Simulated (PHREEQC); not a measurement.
Solution (25 °C): 0.056 mol/kgw CaCl2, 0.00073 mol/kgw Na2HPO4 and 4.4e-05 mol/kgw MgSO4. Closed to the air; pH follows from the charge balance.

Equilibrium calculation in PHREEQC: ion-association model, wateq4f.dat.

```json
{
  "pH": "7.49",
  "ionic_strength": "0.168 mol/kgw",
  "total_alkalinity": "0.730 meq/kg"
}
```

```json
[
 {"species": "Cl-", "molality": "0.112", "activity": "0.0812", "log γ": "-0.140"},
 {"species": "Ca+2", "molality": "0.0554", "activity": "0.0187", "log γ": "-0.472"},
 {"species": "Na+", "molality": "0.00146", "activity": "0.00110", "log γ": "-0.123"},
 {"species": "CaHPO4", "molality": "0.000478", "activity": "0.000497", "log γ": "0.017"},
 {"species": "HPO4-2", "molality": "0.000153", "activity": "4.85e-5", "log γ": "-0.500"},
 {"species": "CaPO4-", "molality": "4.84e-5", "activity": "3.67e-5", "log γ": "-0.121"},
 {"species": "Mg+2", "molality": "4.34e-5", "activity": "1.55e-5", "log γ": "-0.447"},
 {"species": "H2PO4-", "molality": "3.31e-5", "activity": "2.51e-5", "log γ": "-0.121"},
 {"species": "CaSO4", "molality": "2.32e-5", "activity": "2.41e-5", "log γ": "0.017"},
 {"species": "SO4-2", "molality": "2.07e-5", "activity": "6.46e-6", "log γ": "-0.507"},
 {"species": "CaH2PO4+", "molality": "1.58e-5", "activity": "1.20e-5", "log γ": "-0.121"},
 {"species": "MgHPO4", "molality": "5.36e-7", "activity": "5.57e-7", "log γ": "0.017"},
 {"species": "OH-", "molality": "4.31e-7", "activity": "3.11e-7", "log γ": "-0.142"},
 {"species": "NaHPO4-", "molality": "1.37e-7", "activity": "1.04e-7", "log γ": "-0.121"},
 {"species": "CaOH+", "molality": "1.26e-7", "activity": "9.64e-8", "log γ": "-0.116"},
 {"species": "MgPO4-", "molality": "5.42e-8", "activity": "4.10e-8", "log γ": "-0.121"}
]
```

This is a speciation only: nothing precipitates in the calculation. Saturation is exceeded, for instance for Hydroxyapatite; the values hold only as long as no solid forms. H3PO4, which wateq4f.dat lacks, is added to it with the constant of phreeqc.dat.
